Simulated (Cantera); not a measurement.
Input: 1 mol TEOS, 0.77 mol H2O, equilibrated at 600 °C and 1.00 bar.

Cantera equilibrium calculation (NASA polynomials, part measured and part estimated; ideal gas, pure solids and liquids). Candidate condensed phases: C, C6H6, C7H8, C8H18, H2O, Si, SiC, SiO2; 123 gas species. The feed counts by its element totals alone. Kinetics and transport are ignored.

Base state: H2 0.600, CH4 0.162, H2O 0.145, CO 0.0568, CO2 0.0366 (mole fractions); condensed: C(graphite) + SiO2(β-quartz).

### Question
What changes in the equilibrium state with this change: TEOS replaced by SiH2Cl2?

### Answer
| species | before | after |
|---|---|---|
| H2 | 0.600 | 0.752 |
| SiCl4 | 0 | 0.164 |
| SiHCl3 | 0 | 0.0768 |
| CH4 | 0.162 | 0 |
| H2O | 0.145 | <1e-9 |
| CO | 0.0568 | 0 |
| CO2 | 0.0366 | 0 |
| HCl | 0 | 0.00345 |
| SiH2Cl2 | 0 | 0.00327 |
| SiCl3 | 0 | 0.000237 |
| SiH3Cl | 0 | 3.35e-5 |
| SiCl2 | 0 | 2.00e-5 |
| C(graphite), mol | 5.43 | 0 |
| SiO2(β-quartz), mol | 1.00 | 0.385 |
| Si(s), mol | 0 | 0.0703 |
The tables' values for SiCl3 are old estimates; treat these amounts as uncertain.
